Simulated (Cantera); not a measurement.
Feed: 1 mol SiHCl3, 37 mol N2, 4.2 mol H2, equilibrated at 1698.15 K.

Method: chemical equilibrium by Gibbs-energy minimisation in Cantera with the NASA 1993 tables (ideal gas, pure condensed phases). Candidate condensed phases: NH4Cl, Si, Si3N4; 28 gas species. The tables' values for SiCl, SiCl3, SiN are old estimates; treat these amounts as uncertain. Kinetics and transport are ignored.

x: gas mole fraction; n: condensed amount in mol.

```json
[
 {"P (Pa)": "5", "x N2": "0.848", "x H2": "0.0885", "x HCl": "0.0325", "x SiCl2": "0.0169", "x H": "0.00609", "x Si": "0.00522", "n Si3N4(s)": "0"},
 {"P (Pa)": "21", "x N2": "0.853", "x H2": "0.0931", "x HCl": "0.0274", "x SiCl2": "0.0203", "x H": "0.00305", "x Si": "0.00220", "n Si3N4(s)": "0"},
 {"P (Pa)": "85", "x N2": "0.855", "x H2": "0.0955", "x HCl": "0.0247", "x SiCl2": "0.0220", "x H": "0.00153", "x Si": "0.000743", "n Si3N4(s)": "0"},
 {"P (Pa)": "350", "x N2": "0.856", "x H2": "0.0941", "x HCl": "0.0288", "x SiCl2": "0.0201", "x H": "0.000751", "x Si": "0.000119", "n Si3N4(s)": "0.0398"},
 {"P (Pa)": "1400", "x N2": "0.856", "x H2": "0.0898", "x HCl": "(withheld)", "x SiCl2": "(withheld)", "x H": "(withheld)", "x Si": "(withheld)", "n Si3N4(s)": "(withheld)"},
 {"P (Pa)": "5900", "x N2": "0.855", "x H2": "0.0851", "x HCl": "(withheld)", "x SiCl2": "(withheld)", "x H": "(withheld)", "x Si": "(withheld)", "n Si3N4(s)": "(withheld)"},
 {"P (Pa)": "24000", "x N2": "0.855", "x H2": "0.0813", "x HCl": "0.0575", "x SiCl2": "0.00552", "x H": "8.43e-5", "x Si": "1.04e-7", "n Si3N4(s)": "0.247"},
 {"P (Pa)": "100000", "x N2": "0.855", "x H2": "0.0788", "x HCl": "0.0629", "x SiCl2": "0.00263", "x H": "4.07e-5", "x Si": "9.61e-9", "n Si3N4(s)": "0.286"}
]
```

Some entries are withheld; supply them.


- 5900, x HCl: 0.0492
- 5900, x SiCl2: 0.00984
- 5900, x H: 0.000174
- 5900, x Si: 1.07e-6
- 5900, n Si3N4(s): 0.188
- 1400, x HCl: 0.0388
- 1400, x SiCl2: 0.0151
- 1400, x H: 0.000367
- 1400, x Si: 1.18e-5
- 1400, n Si3N4(s): 0.113
